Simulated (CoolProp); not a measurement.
Aqueous sodium chloride as a coolant, 20 % by mass, freezing at -16.5 °C, 1 atm.

The numbers come from the Melinder's fits for secondary coolants in CoolProp.

| T (°C) | conductivity (W/(m K)) | density (kg/m³) | Prandtl number | viscosity (mPa s) |
|---|---|---|---|---|
| -4.6 | 0.541 | 1159 | 19.7 | 3.15 |
| -1.9 | 0.545 | 1157 | (withheld) | 2.87 |
| 0.8 | 0.549 | 1156 | (withheld) | 2.63 |
| 3.5 | 0.553 | (withheld) | 14.8 | 2.41 |
| 6.2 | 0.557 | 1154 | 13.5 | 2.22 |
| 8.9 | 0.561 | 1153 | 12.4 | 2.05 |
| 11.7 | 0.565 | 1152 | 11.4 | 1.89 |
| 14.4 | 0.570 | 1150 | 10.5 | 1.76 |
| 17.1 | 0.574 | 1149 | 9.76 | 1.64 |
| 19.8 | 0.578 | 1148 | 9.09 | 1.54 |
| 22.5 | 0.582 | 1147 | 8.48 | 1.45 |
| 25.2 | 0.586 | 1145 | 7.94 | 1.36 |
| 27.9 | 0.590 | 1144 | 7.46 | 1.29 |
| 30.6 | 0.595 | 1143 | 7.04 | 1.22 |

### Question
What belongs in the gaps?

### Answer

- -1.9, Prandtl number: 17.8
- 0.8, Prandtl number: 16.2
- 3.5, density (kg/m³): 1155
